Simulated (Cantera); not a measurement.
Feed: 1 mol C3H6, 0.036 mol O2, 3.7 mol N2, 0.34 mol CO2, at 1973 K and 34.0 bar.

Equilibrium computed with Cantera from the NASA thermochemical tables; the gas is ideal and each condensed phase is pure. Candidate condensed phases: C, C6H6, C7H8, C8H18, H2O; 136 gas species. The ideal-gas law is rough above about 30 bar. Rates play no part.

**Question.** What is the equilibrium state?

**Answer.** 
```
Property                Result
-------------------  ---------
x(N2)                    0.495
x(H2)                    0.395
x(CO)                    0.101
x(HCN)                 0.00585
x(CH4)                 0.00242
x(HNC)                0.000316
x(C2H2 (acetylene))   0.000253
x(H2O)                0.000177
x(H)                  0.000145
n(C(graphite))        2.52 mol
gas amount           7.432 mol
```
